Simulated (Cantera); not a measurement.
**Carbon deposition, reforming and gasification: acetone + NH₃ + H₂**

A closed system holds: 1 mol acetone, 0.023 mol NH₃, 1.8 mol H₂, equilibrated at 1.00 bar.

These are equilibrium values from Cantera (NASA tables, ideal gas, pure condensed phases), not measurements of a reactor. Candidate condensed phases: C, C₆H₆, C₇H₈, C₈H₁₈, H₂O; 136 gas species. The feed counts by its element totals alone. Rates play no part.

```
T (K)  log p H₂  log p CH₄  log p H₂O  log p CO  log p CO₂  n C(graphite)
-----  --------  ---------  ---------  --------  ---------  -------------
500       -1.79      -0.19      -0.50     -5.36      -1.93           1.04
550       -1.41      -0.20      -0.52     -4.48      -1.82           1.05
600       -1.10      -0.22      -0.54     -3.75      -1.74           1.09
650       -0.84      -0.26      -0.56     -3.14      -1.67           1.18
700       -0.62      -0.32      -0.60     -2.61      -1.62           1.31
750       -0.46      -0.41      -0.66     -2.16      -1.58           1.48
800       -0.33      -0.53      -0.73     -1.77      -1.55           1.68
850       -0.24      -0.68      -0.84     -1.45      -1.56           1.85
900       -0.18      -0.86      -0.98     -1.19      -1.63           1.95
950       -0.14      -1.05      -1.17     -1.00      -1.78           1.98
1000      -0.12      -1.26      -1.41     -0.88      -2.02           1.96
1050      -0.10      -1.45      -1.67     -0.82      -2.32           1.95
1100      -0.10      -1.64      -1.94     -0.79      -2.64           1.95
```
log p: log10 of the partial pressure in bar; n: condensed amount in mol.

From 500 K to 1100 K the condensed part is C(graphite). The main C-bearing gas is CH₄ at 500 K and CO at 1100 K. The share of C in condensed phases is highest at 950 K (66.0 %) and lowest at 500 K (34.6 %).
